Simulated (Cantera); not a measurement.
Input: 1 mol KCl, 180 mol H2, equilibrated at 0.0428 Torr.

These are equilibrium values from Cantera (NASA tables, ideal gas, pure condensed phases), not measurements of a reactor. Candidate condensed phases: K, KCl; 10 gas species. Rates play no part.

x: gas mole fraction; nothing condenses.

```csv
T (K),x H2,x H,x KCl,x K
873,0.995,6.18e-9,0.00528,4.99e-6
948,0.994,6.93e-8,0.00547,1.60e-5
1023,0.994,5.47e-7,0.00548,4.26e-5
1098,0.994,3.27e-6,0.00542,9.86e-5
1173,0.994,1.56e-5,0.00532,0.000204
1248,0.994,?,0.00514,?
1323,0.994,?,0.00486,?
1398,0.993,0.000624,0.00446,0.00106
1473,0.991,0.00167,0.00394,0.00158
1548,0.988,0.00405,0.00332,0.00219
1623,0.983,0.00907,0.00264,0.00285
1698,0.972,0.0189,0.00198,0.00349
1773,0.954,0.0368,0.00139,0.00402
1848,0.923,0.0675,0.000927,0.00440
```

Q: What belongs in the gaps?

A: 
- 1323, x H: 0.000209
- 1323, x K: 0.000661
- 1248, x H: 6.17e-5
- 1248, x K: 0.000383
